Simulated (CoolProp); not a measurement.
Properties of CH2F2 (R32) at several states (Tc = 351.3 K, pc = 5.783 MPa, ω = 0.277).

Model: reference Helmholtz-energy equation of state, Tillner-Roth 1997, in CoolProp.

```json
[
 {"T (K)": "394.5", "p (MPa)": "0.0553", "phase": "gas", "Z": "0.9976", "Joule-Thomson coefficient (K/MPa)": "?", "viscosity (µPa s)": "?", "Prandtl number": "?", "fugacity coefficient": "0.9976"},
 {"T (K)": "380.7", "p (MPa)": "1.97", "phase": "gas", "Z": "0.8965", "Joule-Thomson coefficient (K/MPa)": "11.20", "viscosity (µPa s)": "17.1", "Prandtl number": "0.818", "fugacity coefficient": "0.9037"},
 {"T (K)": "220.2", "p (MPa)": "0.58", "phase": "liquid", "Z": "0.01354", "Joule-Thomson coefficient (K/MPa)": "-0.2607", "viscosity (µPa s)": "307", "Prandtl number": "2.50", "fugacity coefficient": "?"},
 {"T (K)": "387.6", "p (MPa)": "1", "phase": "gas", "Z": "0.9520", "Joule-Thomson coefficient (K/MPa)": "10.80", "viscosity (µPa s)": "?", "Prandtl number": "0.788", "fugacity coefficient": "0.9536"},
 {"T (K)": "265.3", "p (MPa)": "13", "phase": "liquid", "Z": "0.2744", "Joule-Thomson coefficient (K/MPa)": "-0.1796", "viscosity (µPa s)": "194", "Prandtl number": "?", "fugacity coefficient": "?"}
]
```

Question: Fill in the missing entries.

Answer: 
- 394.5, Joule-Thomson coefficient (K/MPa): 10.40
- 394.5, viscosity (µPa s): 17.6
- 394.5, Prandtl number: 0.777
- 220.2, fugacity coefficient: 0.1590
- 387.6, viscosity (µPa s): 17.3
- 265.3, Prandtl number: 1.86
- 265.3, fugacity coefficient: 0.05554

Viscosity comes from a separate model (Bell 2016), an estimate that may be off by 10 % or more. Thermal conductivity comes from a separate model (Huber 2003), an estimate that may be off by 10 % or more.
